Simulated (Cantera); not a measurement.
Input (Python, Cantera) and output of one run.

```python
import numpy as np
import cantera as ct

gas_names = """
    B BH BH2 BH3 BN B2 H H2 N NH NH2 NH3 N2 N2H2 N2H4
""".split()
cond_names = """
    B(b) B(L) BN(s)
""".split()


# ... load() reads the species with a 1 bar reference pressure and builds the phases ...
atoms = {
    'B': {'B': 1},
    'H2': {'H': 2},
    'N2': {'N': 2},
}
top_T = {'BN(s)': 3200}  # K; cautious upper limits of use, not melting points


# ... equilibrate(T, P, feed) seeds the gas with the atoms and calls Mixture.equilibrate('TP', solver="vcs", rtol=1e-11, max_steps=5000) ...
results = []
T = 2148.15  # K
P = 10000  # Pa
for m in [5.7, 20, 34, 48, 63, 77, 91, 110, 120]:
    feed = {'B': 1, 'H2': m, 'N2': 0.12}  # mol
    mix = equilibrate(T, P, feed)
    results.append((T, P, feed, dict(zip(mix.species_names, mix.species_moles))))

top = {s: max(r[3][s] / sum(r[3][g] for g in gas_names) for r in results) for s in gas_names}
cols = sorted((s for s in top if top[s] > 0.001), key=lambda s: -top[s])[:7]
seen = [c for c in cond_names if any(r[3].get(c, 0) > 1e-12 for r in results)]
print("log10 of partial pressures in bar; condensed amounts in mol")
print(f"{'n(H2)':>10s}" + "".join(f"{s[:9]:>10s}" for s in cols + seen))
for T, P, feed, n in results:
    ng = sum(n[g] for g in gas_names)
    print(f"{feed['H2']:10.4g}" + "".join(f"{np.log10(max(n[s] / ng * P / 1e5, 1e-99)):10.3f}" for s in cols)
          + "".join(f"{n.get(c, 0):10.4g}" for c in seen))
```

Output:

```
log10 of partial pressures in bar; condensed amounts in mol
     n(H2)        H2         H        N2       BH2      B(b)     BN(s)
       5.7    -1.010    -2.885    -3.036    -3.997    0.8607    0.1333
        20    -1.009    -2.884    -3.227    -3.995    0.9788         0
        34    -1.008    -2.884    -3.457    -3.994     0.964         0
        48    -1.007    -2.883    -3.606    -3.994    0.9492         0
        63    -1.007    -2.883    -3.724    -3.994    0.9333         0
        77    -1.007    -2.883    -3.811    -3.993    0.9185         0
        91    -1.007    -2.883    -3.883    -3.993    0.9036         0
       110    -1.007    -2.883    -3.966    -3.993    0.8835         0
       120    -1.007    -2.883    -4.003    -3.993    0.8729         0
```

Method: chemical equilibrium by Gibbs-energy minimisation in Cantera with the NASA 1993 tables (ideal gas, pure condensed phases). Mutual solubility and eutectic melting of coexisting phases are not modelled. The tables' values for BH2 are old estimates; treat these amounts as uncertain. Gases not in the tables: B2H6 and higher boranes.
